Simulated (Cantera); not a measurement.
Feed: 1 mol C₂F₆, 0.053 mol H₂, held at 0.000240 bar.

Equilibrium computed with Cantera from the NASA thermochemical tables; the gas is ideal and each condensed phase is pure. Candidate condensed phases: C, C₆H₆, C₇H₈, C₈H₁₈; 95 gas species. The feed counts by its element totals alone. Gases not in the tables: C₂F₆ and larger saturated fluorocarbons. Equilibrium is a limit: real reactors are often held back by kinetics, nucleation or transport.

x: gas mole fraction; n: condensed amount in mol.

```json
[
 {"T (°C)": "1052", "x CF₄": "0.933", "x F": "3.52e-5", "x CF₂": "0.000137", "x HF": "0.0671", "x CF": "9.69e-10", "x CF₃": "2.16e-5", "n C(graphite)": "0.526"},
 {"T (°C)": "1152", "x CF₄": "0.932", "x F": "___", "x CF₂": "___", "x HF": "0.0671", "x CF": "___", "x CF₃": "___", "n C(graphite)": "0.526"},
 {"T (°C)": "1252", "x CF₄": "0.927", "x F": "0.00152", "x CF₂": "0.00383", "x HF": "0.0669", "x CF": "3.13e-7", "x CF₃": "0.000321", "n C(graphite)": "0.524"},
 {"T (°C)": "1352", "x CF₄": "0.911", "x F": "0.00705", "x CF₂": "0.0147", "x HF": "0.0662", "x CF": "3.27e-6", "x CF₃": "0.000950", "n C(graphite)": "0.517"},
 {"T (°C)": "1452", "x CF₄": "0.859", "x F": "0.0270", "x CF₂": "0.0471", "x HF": "0.0641", "x CF": "2.57e-5", "x CF₃": "0.00240", "n C(graphite)": "0.498"},
 {"T (°C)": "1552", "x CF₄": "___", "x F": "___", "x CF₂": "___", "x HF": "___", "x CF": "___", "x CF₃": "___", "n C(graphite)": "___"},
 {"T (°C)": "1652", "x CF₄": "0.460", "x F": "0.230", "x CF₂": "0.256", "x HF": "0.0468", "x CF": "0.000724", "x CF₃": "0.00769", "n C(graphite)": "0.361"},
 {"T (°C)": "1752", "x CF₄": "0.152", "x F": "0.463", "x CF₂": "0.344", "x HF": "0.0320", "x CF": "0.00243", "x CF₃": "0.00671", "n C(graphite)": "0.328"},
 {"T (°C)": "1852", "x CF₄": "0.0202", "x F": "0.678", "x CF₂": "0.270", "x HF": "0.0236", "x CF": "0.00561", "x CF₃": "0.00276", "n C(graphite)": "0.659"},
 {"T (°C)": "1952", "x CF₄": "0.00165", "x F": "0.812", "x CF₂": "0.155", "x HF": "0.0205", "x CF": "0.0102", "x CF₃": "0.000746", "n C(graphite)": "1.13"},
 {"T (°C)": "2052", "x CF₄": "0.000122", "x F": "0.885", "x CF₂": "0.0795", "x HF": "0.0191", "x CF": "0.0161", "x CF₃": "0.000178", "n C(graphite)": "1.46"}
]
```

Problem. Some entries are withheld; supply them.

Solution. 
- 1152, x F: 0.000264
- 1152, x CF₂: 0.000818
- 1152, x CF: 2.14e-8
- 1152, x CF₃: 9.17e-5
- 1552, x CF₄: 0.725
- 1552, x F: 0.0869
- 1552, x CF₂: 0.125
- 1552, x HF: 0.0585
- 1552, x CF: 0.000156
- 1552, x CF₃: 0.00500
- 1552, n C(graphite): 0.450
